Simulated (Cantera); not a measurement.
A closed system holds: 1 mol SiHCl3, 0.079 mol C2H4, 12 mol H2, held at 0.0540 bar.

These are equilibrium values from Cantera (NASA tables, ideal gas, pure condensed phases), not measurements of a reactor. Candidate condensed phases: C, C6H6, C7H8, C8H18, Si, SiC; 109 gas species. Mutual solubility and eutectic melting of coexisting phases are not modelled. The tables' values for SiCl3 are old estimates; treat these amounts as uncertain. The numbers say what is thermodynamically allowed, not how fast it happens. All values below are at 1398 K.

Base state: H2 0.847, HCl 0.105, SiCl2 0.0382, SiCl3 0.00510, SiCl4 0.00291, SiHCl3 0.00165, SiH2Cl2 0.000141, H 1.87e-5 (mole fractions); condensed: Si(s) + SiC(s).

What changes in the equilibrium state with this change: pressure from 0.0540 bar to 0.620 bar?


| species | before | after |
|---|---|---|
| H2 | 0.847 | 0.870 |
| HCl | 0.105 | 0.0803 |
| SiCl2 | 0.0382 | 0.0218 |
| SiCl4 | 0.00291 | 0.0109 |
| SiH3Cl | 3.45e-6 | 3.12e-5 |
| SiH2Cl2 | 0.000141 | 0.000950 |
| Si(s), mol | 0.167 | 0.157 |
| SiC(s), mol | 0.158 | 0.158 |

What changes in the equilibrium state with this change: SiHCl3 replaced by SiCl4?


```csv
species,before,after
H2,0.847,0.797
HCl,0.105,0.142
SiCl2,0.0382,0.0431
SiCl4,0.00291,0.00643
SiCl3,0.00510,0.00805
"Si(s), mol",0.167,0
"SiC(s), mol",0.158,0.158
```
